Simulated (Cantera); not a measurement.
Cantera run, input and output.

```python
import numpy as np
import cantera as ct

gas = ct.Solution("gri30.yaml")


def delay(T, t_max=10):
    gas.TPX = T, 101325, {'CH4': 1, 'CO': 0.16, 'O2': 2.14, 'N2': 8.06}
    reactor = ct.IdealGasReactor(gas, clone=False)
    net = ct.ReactorNet([reactor])
    net.rtol, net.atol = 1e-8, 1e-16
    while net.time < t_max:
        t_old, T_old = net.time, reactor.T
        net.step()
        if reactor.T > T + 400:  # ignition: a rise of 400 K
            return t_old + (T + 400 - T_old) / (reactor.T - T_old) * (net.time - t_old)
    return np.nan


taus = []
for T in [1175, 1225, 1275, 1325, 1375, 1425, 1475]:
    taus.append(delay(T))
    print(f"T0 = {T:6g} K   tau = {taus[-1]:.4e} s")
```

Output:

```
T0 =   1175 K   tau = 6.8763e-02 s
T0 =   1225 K   tau = 3.2688e-02 s
T0 =   1275 K   tau = 1.6179e-02 s
T0 =   1325 K   tau = 8.3210e-03 s
T0 =   1375 K   tau = 4.4455e-03 s
T0 =   1425 K   tau = 2.4702e-03 s
T0 =   1475 K   tau = 1.4303e-03 s
```

Cantera simulation using GRI-Mech 3.0 (53 species, 325 reactions); the numbers are that mechanism's predictions, not measurements.
